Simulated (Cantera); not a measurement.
Input (Python, Cantera) and output of one run.

```python
import numpy as np
import cantera as ct

gas_names = """
    B BN BO BO2 B2 B2O B2O2 B2O3 N NO NO2 NO3 N2 N2O O O2 O3
""".split()
cond_names = """
    B(b) B(L) BN(s) B2O3(L)
""".split()


def load(file, names, dense=False):
    # The tables refer to 1 bar. Condensed volumes are neglected.
    table = {s.name: s for s in ct.Species.list_from_file(file)}
    out = []
    for n in names:
        d = dict(table[n].input_data)
        d["thermo"] = dict(d["thermo"], **{"reference-pressure": 1e5})
        if dense:
            d["equation-of-state"] = {"model": "constant-volume", "density": "1e6 g/cm^3"}
        out.append(ct.Species.from_dict(d))
    return out


gas = ct.Solution(thermo="ideal-gas", species=load("nasa_gas.yaml", gas_names))
cond = {s.name: ct.Solution(thermo="fixed-stoichiometry", species=[s], name=s.name)
        for s in load("nasa_condensed.yaml", cond_names, dense=True)}
atoms = {
    'BN': {'B': 1, 'N': 1},
    'O2': {'O': 2},
}
top_T = {'BN(s)': 3200}  # K; cautious upper limits of use, not melting points


def equilibrate(T, P, feed):
    n = {}
    for name, mol in feed.items():
        for a, k in atoms[name].items():
            n[a] = n.get(a, 0.0) + k * mol
    gas.TPX = T, P, n
    mass = sum(n.values()) * gas.mean_molecular_weight
    gas.equilibrate("TP")
    valid = [c for c in cond.values() if c.min_temp <= T <= top_T.get(c.name, c.max_temp)]
    mix = ct.Mixture([(gas, mass / gas.mean_molecular_weight)] + [(c, 0.0) for c in valid])
    mix.T, mix.P = T, P
    mix.equilibrate("TP", solver="vcs", rtol=1e-11, max_steps=5000)
    return mix


results = []
feed = {'BN': 1, 'O2': 0.53}  # mol
T = 1498  # K
P = 133.322  # Pa
mix = equilibrate(T, P, feed)
results.append((T, P, feed, dict(zip(mix.species_names, mix.species_moles))))
print(gas.report(threshold=0.0001))
for i in range(1, mix.n_phases):
    print(f"{mix.phase(i).name:16s} {mix.phase_moles(i):12.5e} mol")
```

Result:

```
       temperature   1498 K
          pressure   133.32 Pa
           density   0.00030712 kg/m^3
  mean mol. weight   28.691 kg/kmol
   phase of matter   gas

                          1 kg             1 kmol
                     ---------------   ---------------
          enthalpy        9.0292e+05        2.5906e+07  J
   internal energy        4.6881e+05        1.3451e+07  J
           entropy             10476        3.0056e+05  J/K
    Gibbs function        -1.479e+07       -4.2434e+08  J
 heat capacity c_p            1249.7             35854  J/K
 heat capacity c_v            959.87             27540  J/K

                      mass frac. Y      mole frac. X     chem. pot. / RT
                     ---------------   ---------------   ---------------
                BO        0.00013854        0.00014827           -42.941
              B2O2         0.0020319         0.0010873           -85.881
              B2O3          0.037896          0.015618           -120.04
                N2           0.95993           0.98315           -32.645
     [  +13 minor]        4.6972e-07        3.1496e-07

B(b)              0.00000e+00 mol
BN(s)             2.93055e-01 mol
B2O3(L)           3.47440e-01 mol
```

Equilibrium computed with Cantera from the NASA thermochemical tables; the gas is ideal and each condensed phase is pure. Mutual solubility and eutectic melting of coexisting phases are not modelled.
